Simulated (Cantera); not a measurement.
Input: 1 mol SiHCl3, 4.3 mol N2, equilibrated at 875 °C and 19.0 Pa.

Method: chemical equilibrium by Gibbs-energy minimisation in Cantera with the NASA 1993 tables (ideal gas, pure condensed phases). Candidate condensed phases: NH4Cl, Si, Si3N4; 28 gas species. N2 is the only nitrogen source here; it is nearly inert below about 1500 K, so the nitride shown seldom forms there in practice. The tables' values for SiCl3 are old estimates; treat these amounts as uncertain. Rates play no part.

Base state: N2 0.727, HCl 0.162, SiCl4 0.0872, H2 0.0100, SiCl3 0.00717, SiCl2 0.00650, SiHCl3 0.000109 (mole fractions); condensed: Si3N4(s).

Q: What changes in the equilibrium state with this change: N2 from 4.3 to 91 mol?

A: 
```csv
species,before,after
N2,0.727,0.983
HCl,0.162,0.0105
SiCl4,0.0872,0.00431
H2,0.0100,0.000172
SiHCl3,0.000109,1.42e-6
SiCl3,0.00717,0.000715
SiCl2,0.00650,0.00131
"Si3N4(s), mol",0.148,0.138
```

Q: What changes in the equilibrium state with this change: SiHCl3 replaced by SiH2Cl2?

A: 
```
species          before    after
-------------  --------  -------
N2                0.727    0.667
HCl               0.162    0.254
H2               0.0100   0.0511
SiCl4            0.0872   0.0219
SiCl3           0.00717  0.00258
SiCl2           0.00650  0.00335
SiHCl3         0.000109  8.82e-5
Si3N4(s), mol     0.148    0.281
```

Q: What changes in the equilibrium state with this change: SiHCl3 replaced by SiH4?

A: 
```csv
species,before,after
N2,0.727,0.645
H2,0.0100,0.355
HCl,0.162,0
SiCl4,0.0872,0
SiCl3,0.00717,0
SiCl2,0.00650,0
SiHCl3,0.000109,0
"Si3N4(s), mol",0.148,0.333
```
